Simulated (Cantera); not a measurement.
Charge: 1 mol CaF2, 0.18 mol H2, at 1277 °C and 1.00 Torr.

Method: chemical equilibrium by Gibbs-energy minimisation in Cantera with the NASA 1993 tables (ideal gas, pure condensed phases). Candidate condensed phases: Ca, CaF2; 15 gas species. Kinetics and transport are ignored.

Base state: H2 0.991, CaF2 0.00456, HF 0.00196, H 0.000859, CaF 0.000744, Ca 0.000608 (mole fractions); condensed: CaF2(s).

**Question.** What changes in the equilibrium state with this change: 1.1 mol H2O added?

**Answer.** 
```
species         before     after
------------  --------  --------
H2O                  0     0.476
HF             0.00196     0.408
H2               0.991     0.111
CaF2           0.00456   0.00456
Ca            0.000608   1.57e-9
OH                   0   4.14e-5
CaF           0.000744   1.20e-6
H             0.000859  0.000288
CaF2(s), mol     0.999     0.663
CaO(s), mol          0     0.330
```
Mutual solubility and eutectic melting of coexisting phases are not modelled. Further candidate phases: CaO, Ca(OH)2, H2O.
